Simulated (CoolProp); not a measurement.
200 sccm (0 °C, 1 atm) of nitrogen bubbles through liquid toluene at 354.1 K and leaves saturated at a total pressure of 0.15 MPa (ideal gas phase). Each further row changes one setting.

Computed with CoolProp (reference Helmholtz-energy equation of state, Lemmon 2006). It is a short technical equation, of lower accuracy than the large ones.

| case | vapour pressure (kPa) | mole fraction of vapour | delivery (mg/min) | delivery (sccm) | change of delivery for a bath 1 K warmer (%) |
|---|---|---|---|---|---|
| as stated | 40.2 | 0.268 | 301 | 73.1 | … |
| bath temperature 359.1 K | 47.5 | … | … | 92.8 | 5.0 |
| total pressure 0.3 MPa | 40.2 | … | 127 | 30.9 | 4.0 |

Q: Some entries are withheld; supply them.

A: 
- as stated, change of delivery for a bath 1 K warmer (%): 4.8
- bath temperature 359.1 K, mole fraction of vapour: 0.317
- bath temperature 359.1 K, delivery (mg/min): 381
- total pressure 0.3 MPa, mole fraction of vapour: 0.134
